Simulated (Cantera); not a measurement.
Feed: 1 mol SiC, 0.22 mol O2, 3.5 mol N2, 0.052 mol H2O, at 3.10 Pa.

Cantera equilibrium calculation (NASA polynomials, part measured and part estimated; ideal gas, pure solids and liquids). Candidate condensed phases: C, C6H6, C7H8, C8H18, H2O, Si, SiC, SiO2, Si2N2O, Si3N4; 151 gas species. N2 is the only nitrogen source here; it is nearly inert below about 1500 K, so the nitride shown seldom forms there in practice. Mutual solubility and eutectic melting of coexisting phases are not modelled. Equilibrium is a limit: real reactors are often held back by kinetics, nucleation or transport.

### Question
What share of the Si ends up in condensed phases as a function of T (°C), at 652, 752, 852, 952, 1052, 1152, 1252, 1352, 1452, 1552, 1652, 1752, 1852?

### Answer
```csv
T (°C),Si condensed (%),as
652,100.0,Si2N2O(s) + Si3N4(s)
752,100.0,Si2N2O(s) + Si3N4(s)
852,100.0,SiC(s) + Si2N2O(s)
952,100.0,SiC(s) + Si2N2O(s)
1052,99.7,SiC(s) + Si2N2O(s)
1152,92.2,SiC(s) + Si2N2O(s)
1252,75.4,SiC(s)
1352,75.2,SiC(s)
1452,73.8,SiC(s)
1552,67.3,SiC(s)
1652,54.6,SiC(s)
1752,41.3,SiC(s)
1852,0.0,-
```
